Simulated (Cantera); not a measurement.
## Catalytic combustion on Pt

An isothermal plug-flow reactor at 1073 K and 100000 Pa (inlet), inlet velocity 0.24 m/s, active area per volume 160 1/m; feed CH4 : O2 : N2 = 0.025 : 0.011 : 0.79 (molar parts).

Model: Deutschmann's 1995 Pt surface mechanism with GRI-Mech 3.0 gas chemistry, integrated in Cantera. Catalytic surfaces can have several steady states; this one follows from the mechanism file's or the stated starting coverage. Mass transfer to the wall is taken as infinitely fast.

```json
[
 {"z (m)": "3.4e-05", "x CH4": "0.0289", "x O2": "0.0115", "x H2O": "0.00220", "x CO2": "1.09e-6", "x CO": "0.00136", "θ free Pt": "0.799", "θ H*": "0.00179", "θ CO*": "0.0207", "θ C*": "0.179"},
 {"z (m)": "5.6e-05", "x CH4": "0.0282", "x O2": "0.0107", "x H2O": "0.00323", "x CO2": "1.81e-6", "x CO": "0.00205", "θ free Pt": "0.749", "θ H*": "0.00199", "θ CO*": "0.0261", "θ C*": "0.223"},
 {"z (m)": "9.4e-05", "x CH4": "0.0272", "x O2": "0.00950", "x H2O": "0.00456", "x CO2": "2.76e-6", "x CO": "0.00301", "θ free Pt": "0.680", "θ H*": "0.00221", "θ CO*": "0.0305", "θ C*": "0.288"},
 {"z (m)": "0.00016", "x CH4": "0.0259", "x O2": "0.00812", "x H2O": "0.00608", "x CO2": "3.78e-6", "x CO": "0.00422", "θ free Pt": "0.590", "θ H*": "0.00242", "θ CO*": "0.0316", "θ C*": "0.376"},
 {"z (m)": "0.00026", "x CH4": "0.0247", "x O2": "0.00683", "x H2O": "0.00741", "x CO2": "4.56e-6", "x CO": "0.00544", "θ free Pt": "0.497", "θ H*": "0.00255", "θ CO*": "0.0286", "θ C*": "0.472"},
 {"z (m)": "0.00043", "x CH4": "0.0234", "x O2": "0.00560", "x H2O": "0.00859", "x CO2": "5.10e-6", "x CO": "0.00669", "θ free Pt": "0.399", "θ H*": "0.00259", "θ CO*": "0.0225", "θ C*": "0.576"},
 {"z (m)": "0.00073", "x CH4": "0.0222", "x O2": "0.00452", "x H2O": "0.00953", "x CO2": "5.42e-6", "x CO": "0.00787", "θ free Pt": "0.305", "θ H*": "0.00252", "θ CO*": "0.0154", "θ C*": "0.677"},
 {"z (m)": "0.0012", "x CH4": "0.0212", "x O2": "0.00372", "x H2O": "0.0102", "x CO2": "5.56e-6", "x CO": "0.00882", "θ free Pt": "0.232", "θ H*": "0.00238", "θ CO*": "0.00994", "θ C*": "0.756"},
 {"z (m)": "0.002", "x CH4": "0.0204", "x O2": "0.00308", "x H2O": "0.0106", "x CO2": "5.63e-6", "x CO": "0.00962", "θ free Pt": "0.174", "θ H*": "0.00219", "θ CO*": "0.00607", "θ C*": "0.818"},
 {"z (m)": "0.0034", "x CH4": "0.0197", "x O2": "0.00257", "x H2O": "0.0109", "x CO2": "5.66e-6", "x CO": "0.0103", "θ free Pt": "0.129", "θ H*": "0.00199", "θ CO*": "0.00355", "θ C*": "0.866"}
]
```
x: gas mole fraction; θ: surface coverage.
